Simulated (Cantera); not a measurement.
SiH₄ + N₂O + N₂ (silicon oxide and oxynitride deposition)

Charge: 1 mol SiH₄, a varied amount of N₂O, 55 mol N₂, equilibrated at 1373 K and 0.120 bar.

These are equilibrium values from Cantera (NASA tables, ideal gas, pure condensed phases), not measurements of a reactor. Candidate condensed phases: H₂O, Si, SiO₂, Si₂N₂O, Si₃N₄; 35 gas species. Mutual solubility and eutectic melting of coexisting phases are not modelled. The tables hold silica as quartz up to 1696 K and as liquid above; real silica turns to tridymite and cristobalite and melts near 1996 K. Kinetics and transport are ignored.

```json
[
 {"n(N₂O) (mol)": "1.4", "log p N₂": "-0.94", "log p O₂": "<-12", "log p H₂": "-2.38", "log p H₂O": "-5.94", "log p NO": "<-12", "log p OH": "-11.97", "log p H": "-6.67", "n SiO₂(β-quartz)": "0.600", "n Si₂N₂O(s)": "0.200"},
 {"n(N₂O) (mol)": "1.8", "log p N₂": "-0.94", "log p O₂": "<-12", "log p H₂": "-2.39", "log p H₂O": "-5.94", "log p NO": "<-12", "log p OH": "-11.97", "log p H": "-6.67", "n SiO₂(β-quartz)": "0.866", "n Si₂N₂O(s)": "0.0668"},
 {"n(N₂O) (mol)": "2.3", "log p N₂": "-0.94", "log p O₂": "<-12", "log p H₂": "-2.46", "log p H₂O": "-3.22", "log p NO": "-10.57", "log p OH": "-9.21", "log p H": "-6.71", "n SiO₂(β-quartz)": "1.00", "n Si₂N₂O(s)": "0"},
 {"n(N₂O) (mol)": "3", "log p N₂": "-0.94", "log p O₂": "<-12", "log p H₂": "-2.70", "log p H₂O": "-2.70", "log p NO": "-9.81", "log p OH": "-8.58", "log p H": "-6.83", "n SiO₂(β-quartz)": "1.00", "n Si₂N₂O(s)": "0"},
 {"n(N₂O) (mol)": "3.9", "log p N₂": "-0.94", "log p O₂": "-10.50", "log p H₂": "-3.71", "log p H₂O": "-2.43", "log p NO": "-8.53", "log p OH": "-7.80", "log p H": "-7.33", "n SiO₂(β-quartz)": "1.00", "n Si₂N₂O(s)": "0"},
 {"n(N₂O) (mol)": "5.1", "log p N₂": "-0.94", "log p O₂": "-2.98", "log p H₂": "-7.45", "log p H₂O": "-2.42", "log p NO": "-4.78", "log p OH": "-5.92", "log p H": "-9.20", "n SiO₂(β-quartz)": "1.00", "n Si₂N₂O(s)": "0"},
 {"n(N₂O) (mol)": "6.7", "log p N₂": "-0.94", "log p O₂": "-2.61", "log p H₂": "-7.66", "log p H₂O": "-2.43", "log p NO": "-4.59", "log p OH": "-5.83", "log p H": "-9.31", "n SiO₂(β-quartz)": "1.00", "n Si₂N₂O(s)": "0"},
 {"n(N₂O) (mol)": "8.7", "log p N₂": "-0.95", "log p O₂": "-2.38", "log p H₂": "-7.79", "log p H₂O": "-2.45", "log p NO": "-4.48", "log p OH": "-5.78", "log p H": "-9.37", "n SiO₂(β-quartz)": "1.00", "n Si₂N₂O(s)": "0"},
 {"n(N₂O) (mol)": "11", "log p N₂": "-0.96", "log p O₂": "-2.23", "log p H₂": "-7.89", "log p H₂O": "-2.47", "log p NO": "-4.41", "log p OH": "-5.76", "log p H": "-9.42", "n SiO₂(β-quartz)": "1.00", "n Si₂N₂O(s)": "0"},
 {"n(N₂O) (mol)": "15", "log p N₂": "-0.97", "log p O₂": "-2.07", "log p H₂": "-8.00", "log p H₂O": "-2.51", "log p NO": "-4.33", "log p OH": "-5.73", "log p H": "-9.48", "n SiO₂(β-quartz)": "1.00", "n Si₂N₂O(s)": "0"}
]
```
log p: log10 of the partial pressure in bar; n: condensed amount in mol.

From 1.4 mol N₂O to 1.8 mol N₂O the condensed part is SiO₂(β-quartz) + Si₂N₂O(s). From 2.3 mol N₂O to 15 mol N₂O the condensed part is SiO₂(β-quartz).
